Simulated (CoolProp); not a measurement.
Vapour pressure (kPa) of R245fa: the reference equation beside estimates from Tc = 427.0 K, pc = 3651 kPa, ω = 0.378. Clausius-Clapeyron is anchored at 252.7 K with a constant enthalpy of vaporisation of 28.81 kJ/mol.

Computed with CoolProp (reference Helmholtz-energy equation of state, Akasaka 2015).

| T (K) | reference | Clausius-Clapeyron | Redlich-Kwong | Soave-Redlich-Kwong | Peng-Robinson |
|---|---|---|---|---|---|
| 239.9 | 9.037 | 9.206 | 36.19 | 8.989 | 9.461 |
| 246.3 | 13.31 | 13.40 | 48.80 | 13.24 | 13.82 |
| 252.7 | 19.13 | 19.13 | 64.59 | 19.04 | 19.72 |
| 259.1 | 26.92 | 26.85 | 84.04 | 26.81 | 27.58 |
| 265.5 | 37.14 | 37.06 | 107.6 | 37.01 | 37.84 |
| 271.9 | 50.31 | 50.38 | 135.9 | 50.16 | 51.02 |
| 278.3 | 67.01 | 67.53 | 169.5 | 66.88 | 67.69 |
| 284.7 | 87.90 | 89.34 | 208.7 | 87.79 | 88.48 |

Absolute difference from the reference over all 8 rows, mean and median: Clausius-Clapeyron 0.7 and 0.5 %, Redlich-Kwong 208.4 and 200.9 %, Soave-Redlich-Kwong 0.4 and 0.4 %, Peng-Robinson 2.4 and 2.2 %.
